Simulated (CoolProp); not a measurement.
Saturation properties of dimethyl carbonate (Tc = 557.0 K, pc = 4909 kPa, ω = 0.346).

Computed with CoolProp (reference Helmholtz-energy equation of state, Zhou 2011).

| T (K) | p (kPa) | liquid density (kg/m³) | vapour density (kg/m³) | enthalpy of vaporisation (kJ/kg) | liquid cp (kJ/(kg K)) | surface tension (mN/m) |
|---|---|---|---|---|---|---|
| 425.4 | 525.9 | 879.2 | 14.81 | 327.9 | 2.141 | 11.1 |
| 428.9 | 567.7 | 873.4 | 15.96 | 324.9 | 2.153 | 10.7 |
| 432.4 | 612.1 | 867.6 | 17.17 | 321.8 | 2.166 | 10.3 |
| 435.9 | 659.0 | 861.7 | 18.46 | 318.6 | 2.178 | 9.89 |
| 439.4 | 708.7 | 855.7 | 19.83 | 315.4 | 2.191 | 9.50 |
| 442.9 | 761.1 | 849.6 | 21.28 | 312.2 | 2.205 | 9.11 |
| 446.3 | 814.8 | 843.7 | 22.78 | 308.9 | 2.219 | 8.73 |
| 449.8 | 873.0 | 837.4 | 24.40 | 305.5 | 2.233 | 8.35 |
| 453.3 | 934.3 | 831.1 | 26.13 | 302.0 | 2.248 | 7.97 |
| 456.8 | 998.9 | 824.7 | 27.96 | 298.5 | 2.264 | 7.60 |
| 460.3 | 1067 | 818.2 | 29.90 | 294.8 | 2.281 | 7.24 |

It boils at 363.3 K under 1 atm.

Surface tension comes from a separate correlation (Mulero 2014).
